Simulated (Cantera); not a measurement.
A perfectly stirred reactor is fed with 26.3 % CH₄, 73.7 % CO₂, at 101000 Pa; it is held at 1300 K, and followed from long to short residence time.

Detailed kinetics in Cantera: GRI-Mech 3.0 (53 species, 325 reactions).

x: mole fraction; the columns are a selection and need not sum to one.

| τ (s) | x CH₄ | x CO₂ | x H | x C₂H₄ | x HO₂ |
|---|---|---|---|---|---|
| 28 | 0.195 | 0.643 | 5.37e-8 | 0.00249 | <1e-12 |
| 9.5 | 0.235 | 0.706 | 3.55e-8 | 0.00149 | <1e-12 |
| 3.2 | 0.253 | 0.729 | … | … | <1e-12 |
| 1.1 | 0.260 | 0.735 | 7.31e-9 | 0.000620 | <1e-12 |
| 0.37 | 0.262 | 0.737 | 2.34e-9 | 0.000219 | <1e-12 |
| 0.13 | 0.263 | 0.737 | 9.36e-10 | 4.51e-5 | <1e-12 |
| 0.042 | 0.263 | 0.737 | 5.67e-10 | 6.16e-6 | <1e-12 |
| 0.014 | 0.263 | 0.737 | 4.78e-10 | … | <1e-12 |
| 0.0049 | 0.263 | 0.737 | 4.47e-10 | 1.95e-7 | <1e-12 |
| 0.0016 | 0.263 | 0.737 | 4.27e-10 | 2.45e-8 | <1e-12 |
| 0.00056 | 0.263 | 0.737 | 4.17e-10 | 1.74e-9 | <1e-12 |

Question: Some entries are withheld; supply them.

Answer: 
- 3.2, x H: 1.86e-8
- 3.2, x C₂H₄: 0.00103
- 0.014, x C₂H₄: 1.00e-6
